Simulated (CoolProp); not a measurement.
Vapour-liquid equilibrium of benzene (1) + p-xylene (2) at 419 K; x and y are mole fractions of (1).

Model: multi-fluid Helmholtz-energy mixture model, Thol 2012 and Zhou 2012; pair parameters Bell 2016, in CoolProp.

Problem. Give the bubble pressure and the first vapour's composition at x = 0.2, 0.5, 0.875. Is there an azeotrope?

Solution. x = 0.2: 0.1991 MPa, y = 0.489; x = 0.5: 0.3208 MPa, y = 0.794; x = 0.875: 0.4798 MPa, y = 0.963. No azeotrope shows between x = 0.05 and 0.95.

Pair parameters are fitted to limited data, so mixtures are less certain than the pure fluids.
